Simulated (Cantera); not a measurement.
Charge: 1 mol C₂F₆, 0.023 mol F₂, at 7.50 Torr.

Method: chemical equilibrium by Gibbs-energy minimisation in Cantera with the NASA 1993 tables (ideal gas, pure condensed phases). Candidate condensed phases: C; 23 gas species. Ions and electrons are included (thermal ionisation). The feed counts by its element totals alone. Gases not in the tables: C₂F₆ and larger saturated fluorocarbons. Kinetics and transport are ignored.

x: gas mole fraction; n: condensed amount in mol.

```tsv
T (°C)	x CF₄	x F	x CF₂	x C	x CF	x C₃	x C₂	n C(graphite)
1727	0.854	0.0343	0.103	3.04e-9	0.000159	2.77e-9	2.34e-10	?
2227	0.0162	0.578	0.380	1.66e-5	0.0189	4.97e-5	4.58e-6	?
2727	2.51e-6	0.824	0.0410	0.00507	0.0953	0.0312	0.00317	?
3227	3.95e-10	0.813	0.00115	0.0714	0.0544	0.0406	0.0189	0
3727	<1e-12	0.762	2.82e-5	0.210	0.0135	0.00322	0.0117	0
4227	<1e-12	0.752	8.47e-7	0.243	0.00236	5.64e-5	0.00203	0
4727	<1e-12	0.751	4.70e-8	0.247	0.000531	1.63e-6	0.000407	0
```

Question: Fill in the missing entries.

Answer: 
- 1727, n C(graphite): 0.414
- 2227, n C(graphite): 0.230
- 2727, n C(graphite): 0.522
